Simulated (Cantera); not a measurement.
Ammonia decomposition in nitride growth gas

A perfectly stirred reactor is fed with NH3 : H2 = 1 : 3.6 (molar parts), at 100.0 Torr; it is held at 2250 K, and followed from long to short residence time.

Detailed kinetics in Cantera: the gas-phase N/H chemistry of the illustrative SiF4/NH3 mechanism in the Surface Chemkin manual (1991). Walls and surfaces, which speed up NH3 decomposition in real reactors, are not modelled.

```
τ (s)      x NH3   x H2    x N2H4       x H   x N2H2      x N2      x N
-------  -------  -----  --------  --------  -------  --------  -------
1.0      0.00134  0.898  3.41e-11    0.0124  2.77e-8    0.0881  1.33e-5
0.26      0.0135  0.898  5.00e-10   0.00471  1.98e-7    0.0834  7.25e-6
0.069     0.0550  0.875   2.84e-9   0.00268  7.46e-7    0.0663  5.74e-6
0.018      0.126  0.834   8.36e-9   0.00191  1.79e-6    0.0369  5.28e-6
0.0048     0.184  0.800   1.32e-8   0.00158  2.57e-6    0.0133  4.82e-6
0.0013     0.208  0.786   1.32e-8   0.00137  2.38e-6   0.00320  3.76e-6
0.00033    0.216  0.782   6.62e-9  0.000932  9.26e-7  0.000292  1.28e-6
```
x: mole fraction; the columns are a selection and need not sum to one.
